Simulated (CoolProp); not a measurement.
Dodecamethylpentasiloxane (MD3M) along the isobar 0.834 MPa: Z from the reference equation and from simpler models built on Tc = 354.9 °C, pc = 0.9540 MPa, ω = 0.730; each cubic takes its own stable root.

Values from CoolProp's reference Helmholtz-energy equation of state, Thol 2019.

```csv
T (°C),phase,reference
-38.05,liquid,0.1762
-22.65,liquid,0.1681
-7.35,liquid,0.1610
8.05,liquid,0.1547
23.35,liquid,0.1492
38.65,liquid,0.1443
54.05,liquid,0.1399
69.35,liquid,0.1361
84.65,liquid,0.1326
100.05,liquid,0.1295
115.35,liquid,0.1268
130.75,liquid,0.1244
146.05,liquid,0.1224
161.35,liquid,0.1206
176.75,liquid,0.1191
192.05,liquid,0.1180
```

Q: How far does each simpler model (van der Waals, Peng-Robinson) lie from the reference over these 16 states: mean and median of the absolute difference, and the worst?

A: 
- van der Waals: mean 81.8 %, median 81.4 %, worst +88.5 % at -38.05 °C and 0.834 MPa
- Peng-Robinson: mean 3.5 %, median 2.8 %, worst +9.4 % at -38.05 °C and 0.834 MPa
